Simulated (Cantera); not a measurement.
Charge: 1 mol Fe, a varied amount of HCl, 3.2 mol H2, held at 1350 °C and 0.350 bar.

Equilibrium computed with Cantera from the NASA thermochemical tables; the gas is ideal and each condensed phase is pure. Candidate condensed phases: Fe, FeCl2, FeCl3; 11 gas species. Kinetics and transport are ignored.

x: gas mole fraction; n: condensed amount in mol.

```tsv
n(HCl) (mol)	x H2	x HCl	x FeCl2	x H	x Cl	x Fe	x Fe2Cl4	n Fe(γ)
0.044	0.986	0.0132	0.000163	0.000116	1.23e-6	4.78e-6	___	0.999
0.054	0.984	0.0161	0.000242	0.000116	1.49e-6	4.78e-6	___	0.999
0.066	0.980	0.0195	0.000356	0.000116	1.81e-6	4.78e-6	___	0.999
0.081	0.976	0.0236	0.000525	0.000115	2.20e-6	4.78e-6	___	0.998
0.1	0.970	0.0287	0.000780	0.000115	2.68e-6	4.78e-6	___	0.997
0.12	0.965	0.0339	0.00110	0.000115	3.18e-6	4.78e-6	___	0.996
0.15	0.957	0.0415	0.00165	0.000114	3.90e-6	4.78e-6	___	0.994
0.19	0.946	0.0510	0.00252	0.000114	4.82e-6	4.78e-6	___	0.991
0.23	0.936	0.0600	0.00353	0.000113	5.71e-6	4.78e-6	___	0.988
0.28	0.924	0.0706	0.00494	0.000112	6.75e-6	4.78e-6	___	0.983
0.35	0.908	0.0842	0.00716	0.000111	8.13e-6	4.78e-6	___	0.975
0.42	0.893	0.0968	0.00961	0.000110	9.42e-6	4.78e-6	___	0.965
0.52	0.874	0.113	0.0134	0.000109	1.11e-5	4.78e-6	___	0.950
```

### Question
Complete the blanks.

### Answer

- 0.044, x Fe2Cl4: 1.57e-10
- 0.054, x Fe2Cl4: 3.47e-10
- 0.066, x Fe2Cl4: 7.50e-10
- 0.081, x Fe2Cl4: 1.63e-9
- 0.1, x Fe2Cl4: 3.61e-9
- 0.12, x Fe2Cl4: 7.11e-9
- 0.15, x Fe2Cl4: 1.61e-8
- 0.19, x Fe2Cl4: 3.77e-8
- 0.23, x Fe2Cl4: 7.37e-8
- 0.28, x Fe2Cl4: 1.45e-7
- 0.35, x Fe2Cl4: 3.04e-7
- 0.42, x Fe2Cl4: 5.48e-7
- 0.52, x Fe2Cl4: 1.06e-6
